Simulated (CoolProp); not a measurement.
Saturated liquid density (kg/m³) of propylene: the reference equation beside estimates from Tc = 91.1 °C, pc = 4.555 MPa, ω = 0.146.

The numbers come from the reference Helmholtz-energy equation of state, Lemmon 2013 in CoolProp.

```tsv
T (°C)	reference	van der Waals	Soave-Redlich-Kwong
-82.15	651.2	409.2	611.1
-76.55	644.7	405.5	605.5
-70.95	638.2	401.7	599.6
-65.25	631.4	397.8	593.5
-59.65	624.7	393.8	587.2
-54.05	618.0	389.7	580.8
-48.45	611.1	385.6	574.1
-42.75	604.0	381.3	567.1
```

Absolute difference from the reference over all 8 rows, mean and median: van der Waals 37.0 and 37.0 %, Soave-Redlich-Kwong 6.1 and 6.1 %.
